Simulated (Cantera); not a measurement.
# Low-pressure radical oxidation in H2/O2

An isothermal, constant-pressure homogeneous reactor starts with 15.3 % H2, 84.7 % O2, equivalence ratio 0.090, at 975 K and 0.0132 atm.

Detailed kinetics in Cantera: GRI-Mech 3.0 (53 species, 325 reactions). Radical loss at walls, strong at low pressure, is not modelled. The temperature is held fixed by assumption; the heat of reaction is taken as removed at once.

| t (s) | x H2 | x O2 | x OH | x H2O2 | x O |
|---|---|---|---|---|---|
| 0.000100 | 0.153 | 0.847 | 8.40e-12 | <1e-12 | 1.38e-11 |
| 0.000422 | 0.153 | 0.847 | 1.01e-10 | <1e-12 | 2.44e-10 |
| 0.00178 | 0.153 | 0.847 | 4.88e-8 | 2.36e-12 | 1.25e-7 |
| 0.00750 | 0.00803 | 0.795 | 0.00388 | 3.00e-7 | 0.0263 |
| 0.0316 | 0.000458 | 0.833 | 0.000686 | 3.31e-7 | 0.00172 |
| 0.133 | 1.93e-5 | 0.835 | 0.000128 | 1.51e-7 | 6.83e-5 |
| 0.562 | 1.06e-6 | 0.835 | 3.65e-5 | 4.62e-8 | 5.40e-6 |
| 2.37 | 1.01e-7 | 0.835 | 1.35e-5 | 1.39e-8 | 7.37e-7 |
| 10.0 | 1.59e-8 | 0.835 | 5.72e-6 | 4.15e-9 | 1.34e-7 |
x: mole fraction; the columns are a selection and need not sum to one.

Equilibrium at this temperature and pressure: H2 6.41e-11, O2 0.835, OH 3.73e-7, H2O2 3.53e-11, O 5.75e-10 (gas phase only).
